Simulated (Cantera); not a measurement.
**Ta(OEt)5 + O2 (tantalum, niobium, vanadium and zirconium in process gases)**

Feed: 1 mol Ta(OEt)5, 0.066 mol O2, held at 1 atm.

These are equilibrium values from Cantera (NASA tables, ideal gas, pure condensed phases), not measurements of a reactor. Candidate condensed phases: C, C6H6, C7H8, C8H18, H2O, Ta, TaC, Ta2O5; 113 gas species. The feed counts by its element totals alone. Mutual solubility and eutectic melting of coexisting phases are not modelled. TaC: taken at fixed stoichiometry. Condensed phases not in the tables: Ta2C. Kinetics and transport are ignored.

| T (K) | log p H2 | log p CO | log p CH4 | log p H2O | log p CO2 | log p C2H4 | log p H | log p C2H2 (acetylene) | n C(graphite) | n Ta2O5(s) | n TaC(s) |
|---|---|---|---|---|---|---|---|---|---|---|---|
| 1125 | -0.09 | -0.77 | -1.72 | -2.05 | -2.78 | -6.19 | -7.40 | -7.73 | 7.24 | 0.500 | 0 |
| 1150 | -0.09 | -0.77 | -1.80 | -2.18 | -2.94 | -6.15 | -7.17 | -7.50 | 7.25 | 0.500 | 0 |
| 1175 | -0.09 | -0.76 | -1.89 | -2.31 | -3.09 | -6.11 | -6.95 | -7.28 | 7.26 | 0.500 | 0 |
| 1200 | -0.08 | -0.76 | -1.97 | -2.43 | -3.24 | -6.07 | -6.75 | -7.07 | 7.27 | 0.500 | 0 |
| 1225 | -0.08 | -0.76 | -2.05 | -2.55 | -3.39 | -6.04 | -6.55 | -6.87 | 7.28 | 0.500 | 0 |
| 1250 | -0.08 | -0.76 | -2.12 | -2.66 | -3.53 | -6.00 | -6.36 | -6.68 | 7.29 | 0.500 | 0 |
| 1275 | -0.09 | -0.72 | -2.21 | -2.75 | -3.60 | -5.99 | -6.18 | -6.50 | 6.97 | 0.452 | 0.0963 |
log p: log10 of the partial pressure in bar; n: condensed amount in mol.

From 1125 K to 1250 K the condensed part is C(graphite) + Ta2O5(s). At 1275 K the condensed part is C(graphite) + TaC(s) + Ta2O5(s).
